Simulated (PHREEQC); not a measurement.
1 kg of water holding 0.4 mol NaCl, 0.016 mol Na2CO3, 0.012 mol Na2SO4 and 0.15 mol NaHCO3 is evaporated at 25 °C; the solids stay in contact with the brine. CO2 is held at log p = -3.4 (atm). Solids allowed: Burkeite, Halite, Mirabilite, Nahcolite, Natron, Thenardite, Trona. Others were left out.

Model: Pitzer model, pitzer.dat, run in PHREEQC.

Q: Predict ionic strength, water activity, Halite (mol), Trona (mol) at water left (kg) = 0.4573, 0.06399, 0.04276, 0.0122.

A: 
```csv
water left (kg),ionic strength,water activity,Halite (mol),Trona (mol)
0.4573,1.51,0.962,0,0
0.06399,7.84,0.740,0.0573,0.0326
0.04276,8.03,0.739,0.174,0.0420
0.0122,8.83,0.734,0.339,0.0554
```
